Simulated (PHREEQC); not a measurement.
0.11 g of hydrous ferric oxide (600 m²/g; 0.2 weak and 0.005 strong sites per Fe, Dzombak-Morel constants, diffuse double layer) in 1 kg of water with 0.01 mol/kgw of an inert sodium salt, at 25 °C; the pH is set by adding NaOH or the inert anion's acid. Oxygen alone is held at its pressure in air (log pO2 = -0.68). CO2 from the air is kept out. Nothing may precipitate in this run.

The numbers come from PHREEQC with the ion-association model, wateq4f.dat.

### Question
Predict surface charge σ (C/m²), surface potential ψ (mV) at pH = 4, 6, 8, 9.33, 12.

### Answer
```tsv
pH	surface charge σ (C/m²)	surface potential ψ (mV)
4	0.216	185
6	0.050	110
8	0.001	6
9.33	-0.020	-66
12	-0.229	-168
```

Complexes and solids missing from the database can't appear.
